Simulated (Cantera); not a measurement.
An adiabatic, constant-volume homogeneous reactor starts with CH4 : O2 : N2 = 1 : 1.6 : 14.2 (molar parts), equivalence ratio 1.2, at 1375 K and 500000 Pa.

Cantera simulation using GRI-Mech 3.0 (53 species, 325 reactions); the numbers are that mechanism's predictions, not measurements.

One state of this run: T (K) = 1384; P (bar) = 5.03; x CH4 = 0.0579; x O2 = 0.0942; x H2 = 0.000332; x NO2 = <1e-12; x O = 5.41e-8; x NO = <1e-12. x: mole fraction; the columns are a selection and need not sum to one.

### Question
Which value of t (s) does it belong to?
A) 0.161
B) 4.57e-5
C) 0.00172
D) 0.000113

### Answer
C, 0.00172
